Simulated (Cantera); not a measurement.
An isothermal, constant-pressure homogeneous reactor starts with 0.662 % C2H6, 99.3 % N2, at 1275 K and 64.0 Pa.

Detailed kinetics in Cantera: GRI-Mech 3.0 (53 species, 325 reactions). GRI-Mech 3.0 stops at C3 and has no aromatics, soot or wall deposition, so with more carbon than oxygen in the feed, carbon stays in small species such as C2H2 where larger ones or solid carbon would form. Radical loss at walls, strong at low pressure, is not modelled.

x: mole fraction; the columns are a selection and need not sum to one.

| t (s) | x C2H6 | x CH2 | x HCN | x CH4 | x H | x H2 |
|---|---|---|---|---|---|---|
| 6.00e-5 | 0.00662 | <1e-12 | <1e-12 | 1.94e-12 | 4.86e-12 | <1e-12 |
| 0.000251 | 0.00662 | <1e-12 | <1e-12 | 3.41e-11 | 2.10e-11 | <1e-12 |
| 0.00105 | 0.00662 | <1e-12 | <1e-12 | 5.97e-10 | 1.25e-10 | 1.04e-11 |
| 0.00441 | 0.00662 | 2.42e-12 | <1e-12 | 1.05e-8 | 2.54e-9 | 6.33e-10 |
| 0.0185 | 0.00661 | 1.77e-10 | <1e-12 | 1.83e-7 | 7.70e-8 | 8.05e-8 |
| 0.0775 | 0.00657 | (withheld) | 1.20e-11 | 3.13e-6 | 1.69e-6 | 7.86e-6 |
| 0.325 | 0.00604 | (withheld) | 1.66e-8 | 5.21e-5 | 1.37e-5 | 0.000367 |
| 1.36 | 0.00216 | (withheld) | 1.95e-7 | 0.000746 | 4.42e-5 | 0.00374 |
| 5.70 | 9.70e-6 | (withheld) | 5.32e-7 | 0.00146 | 2.88e-5 | 0.00847 |
| 23.9 | 5.99e-7 | (withheld) | 5.67e-7 | 0.00142 | 9.39e-6 | 0.0102 |
| 100 | 1.74e-7 | (withheld) | 5.74e-7 | 0.00137 | 4.41e-6 | 0.0109 |

**Question.** Fill in the missing entries.

**Answer.** 
- 0.0775, x CH2: 1.14e-8
- 0.325, x CH2: 1.89e-7
- 1.36, x CH2: 5.98e-7
- 5.70, x CH2: 1.14e-7
- 23.9, x CH2: 1.17e-8
- 100, x CH2: 2.41e-9
